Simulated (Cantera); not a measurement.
A Cantera script and its output.

```python
import numpy as np
import cantera as ct

gas = ct.Solution("gri30.yaml")
gas.TPX = 1325, 100000, {'CO': 1, 'H2': 0.24, 'O2': 0.925, 'N2': 3.15}
reactor = ct.IdealGasConstPressureReactor(gas, energy="on", clone=False)
net = ct.ReactorNet([reactor])
net.rtol, net.atol = 1e-08, 1e-16
show = ['CO', 'H2', 'O2', 'NO2', 'HO2', 'NO', 'O']
times = np.geomspace(2e-06, 4, 11)

steps = ct.SolutionArray(gas, extra=["t"])
rows = []
print(f"{'t/s':>10s}{'T/K':>9s}{'P/Pa':>11s}" + "".join(f"{s:>11s}" for s in show))
for t in times:
    while net.time < t:
        t_next = net.step()
        steps.append(gas.state, t=t_next)
    rows.append([np.interp(t, steps.t, y) for y in (steps.T, steps.P, *steps(*show).X.T)])
    print(f"{t:10.3e}{rows[-1][0]:9.1f}{rows[-1][1]:11.4g}" + "".join(f"{x:11.3e}" for x in rows[-1][2:]))
rate = np.gradient(steps.T, steps.t)
print("integrator steps:", len(steps.t))
if steps.T.max() > steps.T[0] + 200:
    print(f"time of steepest temperature rise: {steps.t[rate.argmax()]:.4e} s")
gas.TPX = 1325, 100000, {'CO': 1, 'H2': 0.24, 'O2': 0.925, 'N2': 3.15}
gas.equilibrate("HP")
print(f"equilibrium (HP): T = {gas.T:.1f} K  " + "  ".join(f"{s} {gas[s].X[0]:.3e}" for s in show))
```

Result:

```
       t/s      T/K       P/Pa         CO         H2         O2        NO2        HO2         NO          O
 2.000e-06   1325.0      1e+05  1.881e-01  4.516e-02  1.740e-01  8.029e-25  9.624e-09  6.062e-18  1.920e-08
 8.534e-06   1325.0      1e+05  1.881e-01  4.515e-02  1.740e-01  8.475e-22  8.093e-08  3.319e-16  2.877e-07
 3.641e-05   1348.8      1e+05  1.839e-01  3.171e-02  1.639e-01  1.624e-11  4.821e-05  4.179e-08  4.636e-03
 1.554e-04   2149.2      1e+05  7.937e-02  3.977e-03  8.895e-02  2.629e-08  7.458e-06  9.142e-05  2.645e-02
 6.629e-04   2561.5      1e+05  5.118e-02  2.063e-03  8.126e-02  4.644e-07  4.908e-06  1.072e-03  1.026e-02
 2.828e-03   2634.9      1e+05  4.334e-02  1.683e-03  7.618e-02  3.045e-06  6.000e-06  6.518e-03  7.596e-03
 1.207e-02   2626.9      1e+05  4.278e-02  1.671e-03  7.239e-02  6.547e-06  5.689e-06  1.425e-02  7.116e-03
 5.149e-02   2626.0      1e+05  4.273e-02  1.669e-03  7.198e-02  6.909e-06  5.656e-06  1.507e-02  7.066e-03
 2.197e-01   2626.0      1e+05  4.273e-02  1.669e-03  7.198e-02  6.909e-06  5.656e-06  1.507e-02  7.066e-03
 9.375e-01   2626.0      1e+05  4.273e-02  1.669e-03  7.198e-02  6.909e-06  5.656e-06  1.507e-02  7.066e-03
 4.000e+00   2626.0      1e+05  4.273e-02  1.669e-03  7.198e-02  6.909e-06  5.656e-06  1.507e-02  7.066e-03
integrator steps: 1422
time of steepest temperature rise: 4.3545e-05 s
equilibrium (HP): T = 2626.0 K  CO 4.273e-02  H2 1.669e-03  O2 7.198e-02  NO2 6.909e-06  HO2 5.656e-06  NO 1.507e-02  O 7.066e-03
```

Model: GRI-Mech 3.0 (53 species, 325 reactions), integrated in Cantera.
